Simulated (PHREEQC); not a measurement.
Model water analysis in mmol/kgw, 25 °C, pH 7.14: Na 193; K 1.43; Ca 6.96; Mg 5.05; Cl 212; S(6) 4.54; Alkalinity (meq/kgw) 0.0189; Sr 0.0622.

Valence states are taken as typed.

Model: Pitzer model, pitzer.dat, run in PHREEQC.

Task: The ionic strength comes out as 0.236 mol/kgw. What activity coefficients do Sr+2, Cl-, Ca+2, Na+, Mg+2 get?

Result: Sr+2 0.29, Cl- 0.70, Ca+2 0.29, Na+ 0.74, Mg+2 0.30. Single-ion values are on the MacInnes scale.

No solid was allowed to form.
